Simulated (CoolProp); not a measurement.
Properties of chloromethane (R40) along the isotherm -38.15 °C.

Computed with CoolProp (reference Helmholtz-energy equation of state, Thol 2014).

```tsv
p (MPa)	phase	density (kg/m³)	cp (kJ/(kg K))	speed of sound (m/s)	fugacity coefficient
0.65	liquid	1028	1.591	1085	0.07999
1.3	liquid	1029	1.590	1089	0.04066
1.95	liquid	1030	1.588	1093	0.02755
2.6	liquid	1031	1.587	1097	0.02100
3.25	liquid	1031	1.586	1101	0.01708
```
